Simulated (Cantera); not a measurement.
Gas mixture: 11.6 % H2O, 43.0 % N2O, 45.3 % N2, at 101000 Pa, frozen composition.

Cantera's kinetic-theory transport with the Lennard-Jones parameters of GRI-Mech 3.0, ideal gas; thermal conductivity in the multicomponent form. Polar gases are described roughly by these parameters. The composition is frozen, though it would react at the higher temperatures.

One state of this run: ρ (kg/m³) = 0.685; cp (J/kg/K) = 1148; μ (µPa s) = 27.9; λ (mW/m/K) = 45.5; Pr = 0.704; D (cm²/s) NH3 = 0.708; D (cm²/s) CH3 = 0.692; D (cm²/s) CH4 = 0.687. D: mixture-averaged diffusion coefficient of that species in the mixture.

Task: Which value of T (K) does it belong to?
A) 600
B) 400
C) 1800
D) 1400

Result: A, 600
